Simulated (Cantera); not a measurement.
A freely propagating, adiabatic, planar premixed flame of H2 : O2 : N2 = 1 : 0.455 : 1.68 (molar parts), equivalence ratio 1.1, unburnt at 500 K and 1.10 bar; mixture-averaged transport, grid criteria slope 0.08 and curve 0.16, no radiation.

Cantera simulation using the H2/O2 subset of GRI-Mech 3.0, which has no nitrogen chemistry; the numbers are that mechanism's predictions, not measurements. Burning velocities carry a grid error of a few per cent, more on coarse grids.

Predict: laminar burning velocity; thermal thickness; peak x(H2O2); peak x(HO2); peak x(OH); peak x(O).


| Quantity | Result |
|---|---|
| laminar burning velocity | 588 cm/s |
| thermal thickness | 0.386 mm |
| peak x(H2O2) | 3.63e-5 |
| peak x(HO2) | 0.000405 |
| peak x(OH) | 0.0174 |
| peak x(O) | 0.0115 |
